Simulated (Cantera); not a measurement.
Silicon carbide growth: SiCl4 + C3H8 + H2

Feed: 1 mol SiCl4, 0.0097 mol C3H8, 11 mol H2, at 0.00120 bar.

Method: chemical equilibrium by Gibbs-energy minimisation in Cantera with the NASA 1993 tables (ideal gas, pure condensed phases). Candidate condensed phases: C, C6H6, C7H8, C8H18, Si, SiC; 109 gas species. Mutual solubility and eutectic melting of coexisting phases are not modelled. The tables' values for SiCl3, SiCl are old estimates; treat these amounts as uncertain. Gases not in the tables: Si2H6 and higher silanes. The numbers say what is thermodynamically allowed, not how fast it happens.

At 1148 K the condensed part is Si(s) + SiC(s). From 1248 K to 2048 K the condensed part is SiC(s). From 2148 K to 2448 K nothing is condensed. The main Si-bearing gas is SiCl2 at 1148 K and Si at 2448 K.

```tsv
T (K)	x H2	x H	x HCl	x Cl	x SiCl2	x Si	x SiCl4	x SiCl3	n Si(s)	n SiC(s)
1148	0.810	1.86e-6	0.119	2.40e-7	0.0380	1.52e-10	0.0215	0.00862	0.0684	0.0291
1248	0.782	1.19e-5	0.143	1.86e-6	0.0634	6.24e-9	0.00452	0.00630	0	0.0291
1348	0.772	5.87e-5	0.153	9.72e-6	0.0705	1.29e-7	0.000716	0.00317	0	0.0291
1448	0.769	0.000233	0.156	3.86e-5	0.0727	1.82e-6	0.000126	0.00158	0	0.0291
1548	0.768	0.000779	0.157	0.000127	0.0735	1.82e-5	2.70e-5	0.000842	0	0.0291
1648	0.766	0.00225	0.157	0.000362	0.0735	0.000138	6.93e-6	0.000481	0	0.0291
1748	0.761	0.00575	0.158	0.000923	0.0724	0.000801	2.08e-6	0.000291	0	0.0290
1848	0.749	0.0132	0.162	0.00218	0.0682	0.00349	7.21e-7	0.000182	0	0.0285
1948	0.722	0.0277	0.173	0.00500	0.0581	0.0106	2.79e-7	0.000114	0	0.0259
2048	0.677	0.0532	0.189	0.0110	0.0423	0.0223	1.09e-7	6.57e-5	0	0.0171
2148	0.616	0.0945	0.199	0.0223	0.0253	0.0356	3.65e-8	3.15e-5	0	0
2248	0.546	0.157	0.193	0.0401	0.0120	0.0464	9.09e-9	1.15e-5	0	0
2348	0.465	0.243	0.168	0.0630	0.00446	0.0515	1.59e-9	3.11e-6	0	0
2448	0.374	0.352	0.131	0.0874	0.00136	0.0513	2.04e-10	6.49e-7	0	0
```
x: gas mole fraction; n: condensed amount in mol.
